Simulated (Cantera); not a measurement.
# Equilibrium for fluorocarbon and chlorocarbon gases: CF4

Input: 1 mol CF4, equilibrated at 12.0 mbar.

These are equilibrium values from Cantera (NASA tables, ideal gas, pure condensed phases), not measurements of a reactor. Candidate condensed phases: C; 23 gas species. Ions and electrons are included (thermal ionisation). Gases not in the tables: C2F6 and larger saturated fluorocarbons. Equilibrium is a limit: real reactors are often held back by kinetics, nucleation or transport.

From 1727 °C to 2227 °C nothing is condensed. At 2727 °C the condensed part is C(graphite). From 3227 °C to 4727 °C nothing is condensed. The main C-bearing gas is CF4 at 1727 °C and C at 4727 °C.

```tsv
T (°C)	x CF4	x F	x CF2	x C	x CF	x C3	x C2	x CF3	n C(graphite)
1727	0.911	0.0580	0.0268	1.93e-10	2.05e-5	1.02e-12	1.13e-12	0.00430	0
2227	0.0239	0.652	0.306	7.31e-6	0.0112	6.05e-6	1.06e-6	0.00669	0
2727	4.32e-6	0.822	0.0491	0.00422	0.0951	0.0260	0.00264	7.24e-5	0.0764
3227	7.56e-10	0.846	0.00141	0.0562	0.0534	0.0285	0.0141	2.67e-7	0
3727	<1e-12	0.808	3.63e-5	0.167	0.0137	0.00234	0.00892	1.38e-9	0
4227	<1e-12	0.801	1.11e-6	0.195	0.00242	4.20e-5	0.00157	1.25e-11	0
4727	<1e-12	0.800	6.17e-8	0.199	0.000546	1.22e-6	0.000316	<1e-12	0
```
x: gas mole fraction; n: condensed amount in mol.
